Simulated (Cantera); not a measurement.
## Diamond growth

A diamond (100) surface in a fixed gas of H2 with x(CH4) = 0.028, x(H) = 0.03, x(CH3) = 9.8e-05, at 925 K; coverages are run to steady state.

Detailed kinetics in Cantera: the Harris–Goodwin 1993 mechanism for the reconstructed diamond (100) surface.

```csv
P (Pa),growth (µm/h),θ c6HH,θ c6H*,θ c6*H,θ c6**,θ c6HM
600,0.212,0.665,0.0122,0.314,0.00547,0.00245
1000,0.354,0.665,0.0123,0.314,0.00547,0.00245
1700,0.603,0.665,0.0123,0.314,0.00547,0.00246
3000,1.07,0.665,0.0124,0.314,0.00548,0.00246
5100,1.81,0.665,0.0125,0.313,0.00549,0.00246
8700,3.10,0.665,0.0127,0.313,0.00552,0.00247
15000,5.36,0.665,0.0131,0.313,0.00556,0.00247
25000,8.96,0.665,0.0136,0.312,0.00562,0.00248
```
θ: site fractions in the mechanism's names (c6HH fully hydrogenated, c6H* and c6*H radical sites, c6** diradical, c6HM methylated).
